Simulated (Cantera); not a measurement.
Feed: 1 mol SiF4, 0.53 mol NO, 6 mol N2, 0.35 mol O3, held at 1950 K and 750 Torr.

Method: chemical equilibrium by Gibbs-energy minimisation in Cantera with the NASA 1993 tables (ideal gas, pure condensed phases). Candidate condensed phases: Si, SiO2, Si2N2O, Si3N4; 28 gas species. The tables' values for SiF3 are old estimates; treat these amounts as uncertain. Kinetics and transport are ignored.

Base state: N2 0.775, SiF4 0.124, O2 0.0958, NO 0.00446, O 0.000140, F 3.89e-5, SiF3 3.87e-5 (mole fractions); condensed: gas only.

What changes in the equilibrium state with this change: NO from 0.53 to 8 mol?


```csv
species,before,after
N2,0.775,0.641
O2,0.0958,0.288
SiF4,0.124,0.0644
NO2,5.69e-6,1.55e-5
O,0.000140,0.000242
SiF3,3.87e-5,2.23e-5
NO,0.00446,0.00702
```

What changes in the equilibrium state with this change: SiF4 replaced by SiH2Cl2?


```
species                before    after
--------------------  -------  -------
N2                      0.775    0.752
HCl                         0    0.192
H2                          0   0.0239
SiF4                    0.124        0
O2                     0.0958    <1e-9
SiCl2                       0   0.0130
SiO                   8.55e-9   0.0117
SiCl3                       0  0.00444
SiCl4                       0  0.00189
SiO2(condensed), mol        0    0.741
```
The tables' values for SiCl3 are old estimates; treat these amounts as uncertain. The tables hold silica as quartz up to 1696 K and as liquid above; real silica turns to tridymite and cristobalite and melts near 1996 K. Further candidate phases: H2O, NH4Cl.
